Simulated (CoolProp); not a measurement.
Saturation properties of n-butane (Tc = 425.1 K, pc = 3.796 MPa, ω = 0.201).

Model: reference Helmholtz-energy equation of state, Bücker 2006, in CoolProp.

```
T (K)  p (MPa)  liquid density (kg/m³)  vapour Z  liquid viscosity (µPa s)  vapour viscosity (µPa s)  liquid conductivity (mW/(m K))
-----  -------  ----------------------  --------  ------------------------  ------------------------  ------------------------------
289.6   0.1849                   582.6    0.9373                       172                      7.17                             108
301.7   0.2713                   568.7    0.9182                       153                      7.48                             103
313.8   0.3854                   554.1    0.8959                       137                      7.80                            98.5
325.9   0.5323                   538.8    0.8699                       122                      8.15                            93.9
338     0.7174                   522.5    0.8401                       109                      8.53                            89.6
350.1   0.9463                   505.0    0.8060                      97.5                      8.96                            85.5
362.3    1.228                   485.9    0.7665                      86.5                      9.47                            81.6
374.4    1.563                   464.8    0.7214                      76.4                      10.1                            77.9
386.5    1.963                   440.9    0.6686                      66.7                      10.8                            74.4
398.6    2.436                   412.2    0.6051                      57.1                      11.9                            71.0
410.7    2.993                   374.5    0.5233                      47.0                      13.5                            67.8
```

It boils at 272.7 K under 1 atm.

Viscosity comes from a separate model (Vogel 1999). Thermal conductivity comes from a separate model (Perkins 2002).
